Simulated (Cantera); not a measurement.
Charge: 1 mol C₂F₆, 0.043 mol F₂, 3.4 mol H₂, held at 1175 K and 0.0330 Torr.

Method: chemical equilibrium by Gibbs-energy minimisation in Cantera with the NASA 1993 tables (ideal gas, pure condensed phases). Candidate condensed phases: C, C₆H₆, C₇H₈, C₈H₁₈; 95 gas species. The feed counts by its element totals alone. Kinetics and transport are ignored.

Base state: HF 0.945, H₂ 0.0554 (mole fractions); condensed: C(graphite).

What changes in the equilibrium state with this change: temperature from 1175 K to 3425 K?


| species | before | after |
|---|---|---|
| H | 4.35e-6 | 0.456 |
| F | <1e-9 | 0.407 |
| C | <1e-9 | 0.134 |
| HF | 0.945 | 0.00272 |
| H₂ | 0.0554 | 3.71e-5 |
| C₂ | <1e-9 | 0.000461 |
| CF | <1e-9 | 0.000341 |
| C₃ | <1e-9 | 1.41e-5 |
| C(graphite), mol | 2.00 | 0 |
